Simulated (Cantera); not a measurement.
A diamond (100) surface in a fixed gas of H2 with x(CH4) = 0.022, x(H) = 0.034, x(CH3) = 0.00045, at 1148 K; coverages are run to steady state.

Detailed kinetics in Cantera: the Harris–Goodwin 1993 mechanism for the reconstructed diamond (100) surface.

θ: site fractions in the mechanism's names (c6HH fully hydrogenated, c6H* and c6*H radical sites, c6** diradical, c6HM methylated).

```csv
P (Pa),growth (µm/h),θ c6HH,θ c6H*,θ c6*H,θ c6**,θ c6HM
1300,3.61,0.472,0.0329,0.467,0.0239,0.00263
2000,[?],0.472,0.0329,0.466,0.0239,[?]
3100,[?],0.472,0.0330,0.466,0.0239,0.00332
4700,17.2,0.472,0.0331,0.466,0.0240,0.00355
7200,27.6,0.471,0.0332,0.465,0.0240,0.00372
11000,43.5,0.471,0.0335,0.465,0.0240,0.00385
17000,68.8,0.471,0.0339,0.464,0.0241,0.00395
25000,103,0.471,0.0345,0.464,0.0243,0.00401
```

### Question
Complete the blanks.

### Answer

- 2000, growth (µm/h): 6.28
- 2000, θ c6HM: 0.00301
- 3100, growth (µm/h): 10.7
